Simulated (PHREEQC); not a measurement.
Dissolve 0.67 mol MgSO4, 0.36 mol NaHCO3 and 1.1 mol NaCl per kg of water at 20 °C. Closed to the air; pH follows from the charge balance.

Computed with PHREEQC (Pitzer model, pitzer.dat).

This is a speciation only: nothing precipitates in the calculation.

**Question.** What pH does the model give?

**Answer.** pH 7.04.

**Question.** In which forms is Mg present?

**Answer.** Mg+2 99 %, MgCO3 1.1 % of the Mg.

The solution is supersaturated, for example in Magnesite (slow to form), so a real one may precipitate; this is no full list. In brines, pH and single-ion activities rest on the MacInnes convention.
